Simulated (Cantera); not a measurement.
A Cantera script and its output.

```python
import numpy as np
import cantera as ct

gas = ct.Solution("gri30.yaml")
gas.TPX = 1175, 1200, {'C2H6': 1, 'N2': 150}
reactor = ct.IdealGasConstPressureReactor(gas, energy="off", clone=False)
net = ct.ReactorNet([reactor])
net.rtol, net.atol = 1e-08, 1e-18
show = ['C2H6', 'CH4', 'HCN', 'CH3', 'CH2', 'C2H4', 'C2H']
times = np.geomspace(1e-05, 2, 10)

steps = ct.SolutionArray(gas, extra=["t"])
rows = []
print(f"{'t/s':>10s}{'T/K':>9s}{'P/Pa':>11s}" + "".join(f"{s:>11s}" for s in show))
for t in times:
    while net.time < t:
        t_next = net.step()
        steps.append(gas.state, t=t_next)
    rows.append([np.interp(t, steps.t, y) for y in (steps.T, steps.P, *steps(*show).X.T)])
    print(f"{t:10.3e}{rows[-1][0]:9.1f}{rows[-1][1]:11.4g}" + "".join(f"{x:11.3e}" for x in rows[-1][2:]))
rate = np.gradient(steps.T, steps.t)
print("integrator steps:", len(steps.t))
if steps.T.max() > steps.T[0] + 200:
    print(f"time of steepest temperature rise: {steps.t[rate.argmax()]:.4e} s")
gas.TPX = 1175, 1200, {'C2H6': 1, 'N2': 150}
gas.equilibrate("TP")
print(f"equilibrium (TP): T = {gas.T:.1f} K  " + "  ".join(f"{s} {gas[s].X[0]:.3e}" for s in show))
```

Result:

```
       t/s      T/K       P/Pa       C2H6        CH4        HCN        CH3        CH2       C2H4        C2H
 1.000e-05   1175.0       1200  6.623e-03  4.912e-13  2.180e-26  7.808e-09  1.713e-19  9.009e-15  9.507e-39
 3.882e-05   1175.0       1200  6.623e-03  7.368e-12  1.250e-24  3.030e-08  1.072e-17  2.481e-13  1.206e-35
 1.507e-04   1175.0       1200  6.622e-03  1.108e-10  7.268e-23  1.175e-07  6.338e-16  1.001e-11  3.536e-32
 5.848e-04   1175.0       1200  6.622e-03  1.665e-09  4.290e-21  4.550e-07  3.615e-14  4.675e-10  4.203e-28
 2.270e-03   1175.0       1200  6.622e-03  2.490e-08  1.719e-18  1.747e-06  1.998e-12  2.212e-08  9.871e-24
 8.811e-03   1175.0       1200  6.618e-03  3.646e-07  2.066e-14  6.489e-06  1.004e-10  1.129e-06  5.954e-19
 3.420e-02   1175.0       1200  6.557e-03  4.978e-06  9.584e-11  2.192e-05  2.874e-09  4.891e-05  3.434e-14
 1.327e-01   1175.0       1200  5.915e-03  5.999e-05  2.552e-09  5.372e-05  1.356e-08  6.332e-04  3.584e-12
 5.153e-01   1175.0       1200  3.284e-03  3.814e-04  7.037e-09  4.549e-05  1.377e-08  2.922e-03  3.255e-11
 2.000e+00   1175.0       1200  2.097e-04  9.050e-04  1.074e-08  1.025e-05  2.402e-09  4.259e-03  1.283e-10
integrator steps: 723
equilibrium (TP): T = 1175.0 K  C2H6 9.370e-11  CH4 4.302e-05  HCN 1.094e-02  CH3 8.029e-09  CH2 3.769e-14  C2H4 2.915e-06  C2H 1.455e-12
```

Model: GRI-Mech 3.0 (53 species, 325 reactions), integrated in Cantera. GRI-Mech 3.0 stops at C3 and has no aromatics, soot or wall deposition, so with more carbon than oxygen in the feed, carbon stays in small species such as C2H2 where larger ones or solid carbon would form. Radical loss at walls, strong at low pressure, is not modelled.
